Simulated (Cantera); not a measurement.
A freely propagating, adiabatic, planar premixed flame of 7.19 % CH4, 7.19 % CO, 18.0 % O2, 67.6 % N2, unburnt at 500 K and 500000 Pa; mixture-averaged transport, grid criteria slope 0.08 and curve 0.16, no radiation.

Cantera simulation using GRI-Mech 3.0 (53 species, 325 reactions); the numbers are that mechanism's predictions, not measurements. Burning velocities carry a grid error of a few per cent, more on coarse grids.

### Question
Predict: laminar burning velocity; thermal thickness; peak x(OH); peak x(C2H4); peak x(H).

### Answer
* **laminar burning velocity**: 64.5 cm/s
* **thermal thickness**: 0.0973 mm
* **peak x(OH)**: 0.00763
* **peak x(C2H4)**: 0.000288
* **peak x(H)**: 0.00382
